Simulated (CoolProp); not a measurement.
Vapour pressure (bar) of n-decane: the reference equation beside estimates from Tc = 617.7 K, pc = 21.01 bar, ω = 0.488.

Computed with CoolProp (reference Helmholtz-energy equation of state, Lemmon 2006). It is a short technical equation, of lower accuracy than the large ones.

| T (K) | reference | Redlich-Kwong | Peng-Robinson |
|---|---|---|---|
| 417.4 | 0.4433 | 1.354 | 0.4476 |
| 420.4 | 0.4849 | 1.443 | 0.4892 |
| 423.4 | 0.5295 | 1.535 | 0.5339 |
| 426.4 | 0.5773 | 1.632 | 0.5818 |
| 429.5 | 0.6303 | 1.736 | 0.6348 |
| 432.5 | 0.6852 | 1.841 | 0.6898 |
| 435.5 | 0.7438 | 1.951 | 0.7485 |
| 438.5 | 0.8063 | 2.066 | 0.8111 |
| 441.5 | 0.8729 | 2.186 | 0.8778 |
| 444.5 | 0.9438 | 2.310 | 0.9488 |
| 447.6 | 1.022 | 2.444 | 1.027 |
| 450.6 | 1.102 | 2.578 | 1.107 |
| 453.6 | 1.187 | 2.718 | 1.192 |
| 456.6 | 1.277 | 2.863 | 1.283 |
| 459.6 | 1.372 | 3.013 | 1.378 |

Absolute difference from the reference over all 15 rows, mean and median: Redlich-Kwong 158.6 and 156.2 %, Peng-Robinson 0.6 and 0.6 %.
